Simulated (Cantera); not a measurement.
Standard-state values (1 bar) from the NASA 1993 polynomials, evaluated with Cantera. Values are per mole of reaction as written; species without (g) are pure solids or liquids, kept so even where they would boil at 1 bar. VN: taken at fixed stoichiometry.

V + NO2(g) ⇌ VN + 2 O(g)

| T (K) | ΔH° (kJ) | ΔS° (J/K) | ΔG° (kJ) | log10 K |
|---|---|---|---|---|
| 300 | 247.0 | 90.4 | 219.9 | -38.29 |
| 1550 | ? | ? | ? | ? |
| 1600 | 264.9 | 116.0 | 79.3 | -2.59 |
| 1650 | 265.3 | 116.3 | 73.5 | -2.33 |
| 1700 | ? | ? | ? | ? |
| 1750 | ? | ? | ? | ? |
| 1800 | 266.6 | 117.0 | 56.0 | -1.62 |
| 1850 | 267.0 | 117.2 | 50.1 | -1.41 |
| 1900 | 267.3 | 117.4 | 44.2 | -1.22 |
| 1950 | ? | ? | ? | ? |
| 2000 | 268.0 | 117.8 | 32.5 | -0.85 |

Some entries are withheld; supply them.


- 1550, ΔH° (kJ): 264.4
- 1550, ΔS° (J/K): 115.7
- 1550, ΔG° (kJ): 85.1
- 1550, log10 K: -2.87
- 1700, ΔH° (kJ): 265.7
- 1700, ΔS° (J/K): 116.5
- 1700, ΔG° (kJ): 67.6
- 1700, log10 K: -2.08
- 1750, ΔH° (kJ): 266.2
- 1750, ΔS° (J/K): 116.8
- 1750, ΔG° (kJ): 61.8
- 1750, log10 K: -1.84
- 1950, ΔH° (kJ): 267.7
- 1950, ΔS° (J/K): 117.6
- 1950, ΔG° (kJ): 38.4
- 1950, log10 K: -1.03
